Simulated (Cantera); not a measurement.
Charge: 1 mol Ta, 0.2 mol CH₄, 8.9 mol H₂, at 2575 K and 1.20 Torr.

Equilibrium computed with Cantera from the NASA thermochemical tables; the gas is ideal and each condensed phase is pure. Candidate condensed phases: C, C₆H₆, C₇H₈, C₈H₁₈, Ta, TaC; 77 gas species. Mutual solubility and eutectic melting of coexisting phases are not modelled. TaC: taken at fixed stoichiometry. Condensed phases not in the tables: Ta₂C, N, O or C dissolved in the metal. Equilibrium is a limit: real reactors are often held back by kinetics, nucleation or transport.

Base state: H 0.569, H₂ 0.431 (mole fractions); condensed: Ta(s) + TaC(s).

Q: What changes in the equilibrium state with this change: CH₄ from 0.2 to 3.4 mol?

A: 
| species | before | after |
|---|---|---|
| H | 0.569 | 0.565 |
| H₂ | 0.431 | 0.426 |
| C₂H₂ (acetylene) | 1.27e-8 | 0.00627 |
| C₃ | <1e-9 | 0.000963 |
| C₂H | 1.40e-9 | 0.000696 |
| C₂ | <1e-9 | 9.00e-5 |
| C₄H₂ | <1e-9 | 3.81e-5 |
| Ta(s), mol | 0.800 | 0 |
| TaC(s), mol | 0.200 | 1.00 |
| C(graphite), mol | 0 | 2.02 |
Condensed phases not in the tables: Ta₂C.
